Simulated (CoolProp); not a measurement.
Nitrous oxide at several states: fugacity coefficient from the reference equation and from simpler models built on Tc = 309.5 K, pc = 7245 kPa, ω = 0.161; each cubic takes its own stable root.

Model: reference Helmholtz-energy equation of state, Lemmon 2006, in CoolProp. It is a short technical equation, of lower accuracy than the large ones.

```
T (K)  p (kPa)          phase  reference  van der Waals  Redlich-Kwong
-----  -------  -------------  ---------  -------------  -------------
354.4    20800  supercritical        ___            ___            ___
483.9     8600  supercritical        ___            ___            ___
310.4    20400  supercritical        ___            ___         0.3339
```

Task: Fill in the missing entries.

Result: 
- 354.4, reference: 0.5009
- 354.4, van der Waals: 0.5012
- 354.4, Redlich-Kwong: 0.5010
- 483.9, reference: 0.9215
- 483.9, van der Waals: 0.8950
- 483.9, Redlich-Kwong: 0.9077
- 310.4, reference: 0.3165
- 310.4, van der Waals: 0.3738
